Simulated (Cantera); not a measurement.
A closed system holds: 1 mol SiH₂Cl₂, 0.012 mol C₂H₄, 86 mol H₂, at 6.23 Torr.

Equilibrium computed with Cantera from the NASA thermochemical tables; the gas is ideal and each condensed phase is pure. Candidate condensed phases: C, C₆H₆, C₇H₈, C₈H₁₈, Si, SiC; 109 gas species. Mutual solubility and eutectic melting of coexisting phases are not modelled. The tables' values for SiCl are old estimates; treat these amounts as uncertain. Gases not in the tables: Si₂H₆ and higher silanes. Equilibrium is a limit: real reactors are often held back by kinetics, nucleation or transport. All values below are at 1850 K.

Base state: H₂ 0.972, HCl 0.0201, H 0.00583, SiCl₂ 0.00120, Si 0.000777, SiCl 9.34e-5, Cl 9.14e-5, SiH 6.92e-5 (mole fractions); condensed: Si(l) + SiC(s).

What changes in the equilibrium state with this change: C₂H₄ from 0.012 to 0.81 mol?


```tsv
species	before	after
H₂	0.972	0.972
HCl	0.0201	0.0221
H	0.00583	0.00583
SiCl₂	0.00120	4.35e-5
Si	0.000777	2.34e-5
C₂H₂ (acetylene)	2.30e-7	0.000254
SiH₂	4.10e-5	1.23e-6
SiH	6.92e-5	2.08e-6
Si₂C	1.07e-5	3.21e-7
SiCl	9.34e-5	3.09e-6
Si(l), mol	0.781	0
SiC(s), mol	0.0230	0.993
C(graphite), mol	0	0.580
```
